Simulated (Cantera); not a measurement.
Input (Python, Cantera) and output of one run.

```python
import numpy as np
import cantera as ct

gas_names = [...]  # 113 gases of nasa_gas.yaml made of C, H, O, Ta
cond_names = """
    C(gr) C6H6(L) C7H8(L) C8H18(L),n-octa H2O(s) H2O(L) Ta(cr) Ta(L) TaC(s) TaC(L) Ta2O5(s) Ta2O5(L)
""".split()


# ... load() reads the species with a 1 bar reference pressure and builds the phases ...
atoms = {
    'Ta(OEt)5': {'Ta': 1, 'C': 10, 'H': 25, 'O': 5},
    'H2O': {'H': 2, 'O': 1},
    'CH4': {'C': 1, 'H': 4},
}
top_T = {'C(gr)': 4500}  # K; cautious upper limits of use, not melting points


# ... equilibrate(T, P, feed) seeds the gas with the atoms and calls Mixture.equilibrate('TP', solver="vcs", rtol=1e-11, max_steps=5000) ...
results = []
T = 1498.15  # K
P = 46000  # Pa
for m in [2.8, 3.5, 4.3, 5.4, 6.6, 8.2, 10, 13, 15, 19, 24]:
    feed = {'Ta(OEt)5': 1, 'H2O': m, 'CH4': 1.7}  # mol
    mix = equilibrate(T, P, feed)
    results.append((T, P, feed, dict(zip(mix.species_names, mix.species_moles))))
    x = sorted(zip(gas.X, gas.species_names), reverse=True)
    print(f"T = {T:g} K  P = {P:g} Pa  n(H2O) = {m:g} mol  gas = {mix.phase_moles(0):.4g} mol")
    print("   x: " + "  ".join(f"{s} {v:.3e}" for v, s in x if v > 1e-06))
    print("   condensed (mol): " + ("  ".join(f"{mix.phase(i).name} {mix.phase_moles(i):.4g}"
          for i in range(1, mix.n_phases) if mix.phase_moles(i) > 1e-12) or "none"))
```

Output:

```
T = 1498.15 K  P = 46000 Pa  n(H2O) = 2.8 mol  gas = 26.48 mol
   x: H2 7.048e-01  CO 2.943e-01  CH4 5.926e-04  H2O 1.661e-04  CO2 2.689e-05  H 2.131e-05  C2H2,acetylene 6.222e-06
   condensed (mol): C(gr) 2.889  TaC(s) 1
T = 1498.15 K  P = 46000 Pa  n(H2O) = 3.5 mol  gas = 27.88 mol
   x: H2 6.945e-01  CO 3.047e-01  CH4 5.754e-04  H2O 1.694e-04  CO2 2.881e-05  H 2.115e-05  C2H2,acetylene 6.131e-06
   condensed (mol): C(gr) 2.189  TaC(s) 1
T = 1498.15 K  P = 46000 Pa  n(H2O) = 4.3 mol  gas = 29.48 mol
   x: H2 6.840e-01  CO 3.153e-01  CH4 5.580e-04  H2O 1.726e-04  CO2 3.084e-05  H 2.099e-05  C2H2,acetylene 6.038e-06
   condensed (mol): C(gr) 1.389  TaC(s) 1
T = 1498.15 K  P = 46000 Pa  n(H2O) = 5.4 mol  gas = 31.68 mol
   x: H2 6.712e-01  CO 3.281e-01  CH4 5.373e-04  H2O 1.763e-04  CO2 3.340e-05  H 2.079e-05  C2H2,acetylene 5.925e-06
   condensed (mol): C(gr) 0.2892  TaC(s) 1
T = 1498.15 K  P = 46000 Pa  n(H2O) = 6.6 mol  gas = 33.43 mol
   x: H2 6.708e-01  CO 3.266e-01  H2O 2.092e-03  CO2 3.948e-04  CH4 4.501e-05  H 2.079e-05
   condensed (mol): TaC(s) 0.7662  Ta2O5(s) 0.1169
T = 1498.15 K  P = 46000 Pa  n(H2O) = 8.2 mol  gas = 35.49 mol
   x: H2 6.769e-01  CO 3.205e-01  H2O 2.100e-03  CO2 3.854e-04  CH4 4.522e-05  H 2.088e-05
   condensed (mol): TaC(s) 0.3105  Ta2O5(s) 0.3448
T = 1498.15 K  P = 46000 Pa  n(H2O) = 10 mol  gas = 37.6 mol
   x: H2 6.707e-01  CO 3.080e-01  H2O 1.807e-02  CO2 3.215e-03  H 2.079e-05  CH4 4.912e-06
   condensed (mol): Ta2O5(s) 0.5
T = 1498.15 K  P = 46000 Pa  n(H2O) = 13 mol  gas = 40.6 mol
   x: H2 6.317e-01  CO 2.747e-01  H2O 8.010e-02  CO2 1.350e-02  H 2.017e-05
   condensed (mol): Ta2O5(s) 0.5
T = 1498.15 K  P = 46000 Pa  n(H2O) = 15 mol  gas = 42.6 mol
   x: H2 6.083e-01  CO 2.556e-01  H2O 1.171e-01  CO2 1.907e-02  H 1.980e-05
   condensed (mol): Ta2O5(s) 0.5
T = 1498.15 K  P = 46000 Pa  n(H2O) = 19 mol  gas = 46.6 mol
   x: H2 5.665e-01  CO 2.232e-01  H2O 1.824e-01  CO2 2.786e-02  H 1.910e-05
   condensed (mol): Ta2O5(s) 0.5
T = 1498.15 K  P = 46000 Pa  n(H2O) = 24 mol  gas = 51.6 mol
   x: H2 5.221e-01  H2O 2.512e-01  CO 1.911e-01  CO2 3.564e-02  H 1.834e-05
   condensed (mol): Ta2O5(s) 0.5
```

These are equilibrium values from Cantera (NASA tables, ideal gas, pure condensed phases), not measurements of a reactor. The feed counts by its element totals alone. Mutual solubility and eutectic melting of coexisting phases are not modelled. TaC: taken at fixed stoichiometry. Condensed phases not in the tables: Ta2C.
